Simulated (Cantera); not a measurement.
An isothermal, constant-pressure homogeneous reactor starts with CH₄ : N₂ = 1 : 18 (molar parts), at 1623 K and 101000 Pa. Integrator tolerance rtol = 1e-08.

Detailed kinetics in Cantera: GRI-Mech 3.0 (53 species, 325 reactions). GRI-Mech 3.0 stops at C3 and has no aromatics, soot or wall deposition, so with more carbon than oxygen in the feed, carbon stays in small species such as C2H2 where larger ones or solid carbon would form.

**Question.** What does this change do: N2 18 to 52 parts?

**Answer.** 
```json
[
 {"quantity": "x(CH₄) at 80.0 s", "before": "0.000789 (gas-phase equilibrium 0.000383)", "after": "0.000111 (gas-phase equilibrium 3.61e-5)"},
 {"quantity": "x(C₂H) at 80.0 s", "before": "2.36e-8 (gas-phase equilibrium 5.38e-9)", "after": "1.45e-8 (gas-phase equilibrium 1.52e-9)"},
 {"quantity": "x(CH₃) at 80.0 s", "before": "4.08e-6 (gas-phase equilibrium 1.97e-6)", "after": "9.35e-7 (gas-phase equilibrium 3.04e-7)"},
 {"quantity": "x(HCN) at 80.0 s", "before": "3.13e-6 (gas-phase equilibrium 0.0384)", "after": "2.83e-6 (gas-phase equilibrium 0.0166)"},
 {"quantity": "x(C₂H₄) at 80.0 s", "before": "0.000165 (gas-phase equilibrium 3.82e-5)", "after": "2.32e-5 (gas-phase equilibrium 2.44e-6)"},
 {"quantity": "x(H₂) at 80.0 s", "before": "0.0737 (gas-phase equilibrium 0.0744)", "after": "0.0276 (gas-phase equilibrium 0.0277)"},
 {"quantity": "x(C₂H₆) at 80.0 s", "before": "4.49e-8 (gas-phase equilibrium 1.05e-8)", "after": "2.35e-9 (gas-phase equilibrium 2.49e-10)"}
]
```
